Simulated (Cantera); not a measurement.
Charge: 1 mol Si, 2.2 mol Cl2, 17 mol H2, equilibrated at 1.70 bar.

Equilibrium computed with Cantera from the NASA thermochemical tables; the gas is ideal and each condensed phase is pure. Candidate condensed phases: Si; 19 gas species. The tables' values for SiCl3 are old estimates; treat these amounts as uncertain. Kinetics and transport are ignored.

x: gas mole fraction; nothing condenses.

| T (°C) | x H2 | x HCl | x SiCl4 | x SiHCl3 | x SiCl2 | x SiCl3 |
|---|---|---|---|---|---|---|
| 275 | 0.923 | 0.0220 | 0.0549 | 1.65e-5 | <1e-12 | 5.42e-12 |
| 375 | 0.923 | 0.0222 | 0.0548 | 0.000178 | <1e-12 | 2.22e-9 |
| 475 | 0.922 | 0.0229 | 0.0540 | 0.000954 | (withheld) | 1.72e-7 |
| 575 | 0.920 | 0.0251 | 0.0518 | 0.00308 | (withheld) | 4.26e-6 |
| 675 | 0.916 | 0.0290 | 0.0480 | 0.00682 | (withheld) | 4.69e-5 |
| 775 | 0.910 | 0.0346 | 0.0427 | 0.0115 | (withheld) | 0.000290 |
| 875 | 0.903 | 0.0416 | 0.0365 | 0.0159 | (withheld) | 0.00117 |
| 975 | 0.894 | 0.0514 | 0.0294 | 0.0180 | (withheld) | 0.00324 |
| 1075 | 0.880 | 0.0658 | 0.0211 | 0.0160 | (withheld) | 0.00619 |

Question: Fill in the missing entries.

Answer: 
- 475, x SiCl2: 1.03e-10
- 575, x SiCl2: 2.52e-8
- 675, x SiCl2: 1.55e-6
- 775, x SiCl2: 3.61e-5
- 875, x SiCl2: 0.000412
- 975, x SiCl2: 0.00257
- 1075, x SiCl2: 0.00910
